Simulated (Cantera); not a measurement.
An isothermal plug-flow reactor at 975 K and 1.01 bar (inlet), inlet velocity 1 m/s, active area per volume 120 1/m; feed 1.44 % CO, 3.00 % O₂, 94.8 % N₂, 0.792 % H₂O, equivalence ratio 0.24.

Cantera simulation using Deutschmann's 1995 Pt surface mechanism with GRI-Mech 3.0 gas chemistry; the numbers are that mechanism's predictions, not measurements. Catalytic surfaces can have several steady states; this one follows from the mechanism file's or the stated starting coverage. Mass transfer to the wall is taken as infinitely fast.

x: gas mole fraction; θ: surface coverage.

| z (m) | x CO | x O₂ | x H₂O | x CO₂ | θ free Pt | θ O* | θ OH* | θ CO* |
|---|---|---|---|---|---|---|---|---|
| 0.00033 | 0.00615 | 0.0260 | 0.00795 | 0.00831 | 0.738 | 0.0201 | 0.000539 | 0.242 |
| 0.00055 | ___ | 0.0234 | 0.00797 | 0.0136 | ___ | 0.681 | 0.00205 | ___ |
| 0.00091 | 0.000292 | 0.0231 | 0.00797 | 0.0142 | 0.260 | 0.738 | 0.00194 | 0.000174 |
| 0.0015 | ___ | 0.0230 | 0.00797 | 0.0144 | 0.248 | 0.750 | 0.00191 | ___ |
| 0.0025 | 5.49e-6 | 0.0230 | 0.00797 | 0.0145 | 0.246 | 0.752 | 0.00190 | 2.87e-6 |
| 0.0042 | 8.72e-8 | 0.0230 | 0.00797 | 0.0145 | 0.245 | 0.753 | 0.00190 | 4.54e-8 |
| 0.0071 | 7.47e-11 | 0.0230 | 0.00797 | 0.0145 | 0.245 | 0.753 | 0.00190 | 3.89e-11 |
| 0.012 | <1e-12 | 0.0230 | 0.00797 | 0.0145 | 0.245 | 0.753 | 0.00190 | <1e-12 |
| 0.02 | <1e-12 | 0.0230 | 0.00797 | 0.0145 | 0.245 | 0.753 | 0.00190 | <1e-12 |
| 0.033 | <1e-12 | 0.0230 | 0.00797 | 0.0145 | 0.245 | 0.753 | 0.00190 | <1e-12 |

Problem. Fill in the missing entries.

Solution. 
- 0.00055, x CO: 0.000892
- 0.00055, θ free Pt: 0.316
- 0.00055, θ CO*: 0.000843
- 0.0015, x CO: 6.40e-5
- 0.0015, θ CO*: 3.42e-5
